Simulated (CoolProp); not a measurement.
Values from CoolProp's reference Helmholtz-energy equation of state, Schroeder 2014.

Q: For ethanol, give the phase and the speed of sound (m/s), viscosity (µPa s), fugacity coefficient at 389.9 K and 157 bar; 454.5 K and 157 bar; 476.1 K and 157 bar.

A: 
- 389.9 K and 157 bar: liquid; speed of sound 970, viscosity 303, fugacity coefficient 0.0311
- 454.5 K and 157 bar: liquid; speed of sound 751, viscosity 148, fugacity coefficient 0.139
- 476.1 K and 157 bar: liquid; speed of sound 672, viscosity 119, fugacity coefficient 0.201

Viscosity comes from a separate model (Kiselev 2005).
